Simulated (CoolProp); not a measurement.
Saturation properties of sulfur hexafluoride.

Model: reference Helmholtz-energy equation of state, Guder 2009, in CoolProp.

```json
[
 {"T (°C)": "-37.65", "p (MPa)": "0.3727", "liquid density (kg/m³)": "1785", "vapour density (kg/m³)": "30.83", "enthalpy of vaporisation (kJ/kg)": "105.4"},
 {"T (°C)": "-35.35", "p (MPa)": "0.4061", "liquid density (kg/m³)": "1773", "vapour density (kg/m³)": "33.50", "enthalpy of vaporisation (kJ/kg)": "104.3"},
 {"T (°C)": "-33.15", "p (MPa)": "0.4401", "liquid density (kg/m³)": "1761", "vapour density (kg/m³)": "36.21", "enthalpy of vaporisation (kJ/kg)": "103.3"},
 {"T (°C)": "-30.85", "p (MPa)": "0.4778", "liquid density (kg/m³)": "1748", "vapour density (kg/m³)": "39.23", "enthalpy of vaporisation (kJ/kg)": "102.2"},
 {"T (°C)": "-28.55", "p (MPa)": "0.5179", "liquid density (kg/m³)": "1736", "vapour density (kg/m³)": "42.45", "enthalpy of vaporisation (kJ/kg)": "101.0"},
 {"T (°C)": "-26.25", "p (MPa)": "0.5605", "liquid density (kg/m³)": "1723", "vapour density (kg/m³)": "45.89", "enthalpy of vaporisation (kJ/kg)": "99.84"},
 {"T (°C)": "-24.05", "p (MPa)": "0.6036", "liquid density (kg/m³)": "1710", "vapour density (kg/m³)": "49.38", "enthalpy of vaporisation (kJ/kg)": "98.69"},
 {"T (°C)": "-21.75", "p (MPa)": "0.6513", "liquid density (kg/m³)": "1697", "vapour density (kg/m³)": "53.26", "enthalpy of vaporisation (kJ/kg)": "97.47"},
 {"T (°C)": "-19.45", "p (MPa)": "0.7017", "liquid density (kg/m³)": "1684", "vapour density (kg/m³)": "57.39", "enthalpy of vaporisation (kJ/kg)": "96.21"},
 {"T (°C)": "-17.25", "p (MPa)": "0.7526", "liquid density (kg/m³)": "1671", "vapour density (kg/m³)": "61.58", "enthalpy of vaporisation (kJ/kg)": "94.97"},
 {"T (°C)": "-14.95", "p (MPa)": "0.8087", "liquid density (kg/m³)": "1657", "vapour density (kg/m³)": "66.25", "enthalpy of vaporisation (kJ/kg)": "93.65"},
 {"T (°C)": "-12.65", "p (MPa)": "0.8678", "liquid density (kg/m³)": "1642", "vapour density (kg/m³)": "71.21", "enthalpy of vaporisation (kJ/kg)": "92.29"},
 {"T (°C)": "-10.45", "p (MPa)": "0.9272", "liquid density (kg/m³)": "1629", "vapour density (kg/m³)": "76.25", "enthalpy of vaporisation (kJ/kg)": "90.95"}
]
```
